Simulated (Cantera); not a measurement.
Charge: 1 mol Cu₂O, 3.4 mol C, 1.3 mol CO, at 1673.15 K.

Cantera equilibrium calculation (NASA polynomials, part measured and part estimated; ideal gas, pure solids and liquids). Candidate condensed phases: C, Cu, CuO, Cu₂O; 15 gas species. Equilibrium is a limit: real reactors are often held back by kinetics, nucleation or transport.

x: gas mole fraction; n: condensed amount in mol.

```tsv
P (Pa)	x CO	x Cu	x CO₂	x Cu₂	n C(graphite)	n Cu(l)
10	0.535	0.465	4.86e-9	___	2.40	0
42	0.735	0.265	3.85e-8	___	2.40	1.17
180	0.938	0.0619	2.69e-7	___	2.40	1.85
750	0.985	0.0148	1.24e-6	___	2.40	1.97
3200	0.997	0.00348	5.40e-6	___	2.40	1.99
13000	0.999	0.000857	2.20e-5	___	2.40	2.00
56000	1.000	0.000199	9.51e-5	___	2.40	2.00
240000	1.000	4.64e-5	0.000407	___	2.40	2.00
1000000	0.998	1.11e-5	0.00169	___	2.40	2.00
```

### Question
Some entries are withheld; supply them.

### Answer

- 10, x Cu₂: 0.000205
- 42, x Cu₂: 0.000280
- 180, x Cu₂: 6.54e-5
- 750, x Cu₂: 1.57e-5
- 3200, x Cu₂: 3.68e-6
- 13000, x Cu₂: 9.06e-7
- 56000, x Cu₂: 2.10e-7
- 240000, x Cu₂: 4.91e-8
- 1000000, x Cu₂: 1.18e-8
